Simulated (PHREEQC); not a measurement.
Make-up at 25 °C: 0.29 mol SrBr2 per kg of water. Closed to the air; pH follows from the charge balance.

The numbers come from PHREEQC with the ion-association model, wateq4f.dat.

No solid was allowed to form.

### Question
Predict the activity of water.

### Answer
activity of water 0.985.

The ionic strength is past about 0.7 mol/kgw, beyond the range of this activity model, so the values are rough.
